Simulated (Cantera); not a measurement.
Mixture: CH₄ : O₂ : N₂ = 1 : 1.82 : 5.27 (molar parts), at 0.415 atm, adiabatic and at constant volume. Ignition delay is the time to a rise of 400 K.

Model: GRI-Mech 3.0 (53 species, 325 reactions), integrated in Cantera.

Predict: delay at 1275 K; delay at 1425 K; delay at 1575 K; delay at 1725 K; delay at 1875 K; apparent activation energy between 1725 and 1875 K.


```
Quantity                                                 Value
--------------------------------------------------  ----------
delay at 1275 K                                        25.4 ms
delay at 1425 K                                        3.98 ms
delay at 1575 K                                       0.950 ms
delay at 1725 K                                       0.316 ms
delay at 1875 K                                       0.130 ms
apparent activation energy between 1725 and 1875 K  160 kJ/mol
```
